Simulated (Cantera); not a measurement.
Thermodynamics of silicon nitride deposition, feed SiHCl3 + N2

Feed: 1 mol SiHCl3, 74 mol N2.

Cantera equilibrium calculation (NASA polynomials, part measured and part estimated; ideal gas, pure solids and liquids). Candidate condensed phases: NH4Cl, Si, Si3N4; 28 gas species. N2 is the only nitrogen source here; it is nearly inert below about 1500 K, so the nitride shown seldom forms there in practice. The tables' values for SiCl3 are old estimates. Rates play no part.

Question: Map the stable condensed phases over T = 800, 900, 1000, 1100, 1200, 1300, 1400, 1500, 1600, 1700, 1800, 1900 K and P in Pa = 5, 26, 140, 710, 3700, 19000, 100000.

Answer: 
```
T in K \ P in Pa
              5     26    140    710   3700  19000 100000
   1900       A      A      A      A      A      A      A
   1800       A      A      A      A      A      A      A
   1700       A      A      A      A      A      A      B
   1600       A      A      A      A      A      B      B
   1500       A      A      A      A      B      B      B
   1400       A      A      A      B      B      B      B
   1300       A      B      B      B      B      B      B
   1200       B      B      B      B      B      B      B
   1100       B      B      B      B      B      B      B
   1000       B      B      B      B      B      B      B
    900       B      B      B      B      B      B      B
    800       B      B      B      B      B      B      B
```
A: gas only; B: Si3N4.
